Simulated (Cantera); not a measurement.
Input: 1 mol Fe2O3, 0.31 mol CH4, 0.11 mol H2, at 1.00 mbar.

Cantera equilibrium calculation (NASA polynomials, part measured and part estimated; ideal gas, pure solids and liquids). Candidate condensed phases: C, C6H6, C7H8, C8H18, Fe, Fe(CO)5, FeO, Fe(OH)2, Fe(OH)3, Fe2O3, Fe3O4, H2O; 114 gas species. The tables' stoichiometric FeO is somewhat more stable than real wüstite, so its field is too wide. FeO: taken at fixed stoichiometry. Rates play no part. All values below are at 1527 °C.

Base state: H2O 0.528, H2 0.166, CO 0.162, CO2 0.134, H 0.00462, Fe 0.00423, OH 0.000967, FeO 0.000157 (mole fractions); condensed: FeO(l).

**Question.** What changes in the equilibrium state with this change: H2 from 0.11 to 0.43 mol?

**Answer.** 
| species | before | after |
|---|---|---|
| H2O | 0.528 | 0.448 |
| H2 | 0.166 | 0.311 |
| CO | 0.162 | 0.163 |
| CO2 | 0.134 | 0.0616 |
| Fe | 0.00423 | 0.00931 |
| O2 | 2.92e-5 | 6.02e-6 |
| O | 2.08e-5 | 9.44e-6 |
| OH | 0.000967 | 0.000601 |
| H | 0.00462 | 0.00631 |
| Fe(OH)2 | 7.62e-5 | 6.46e-5 |
| FeO(l), mol | 2.00 | 1.99 |
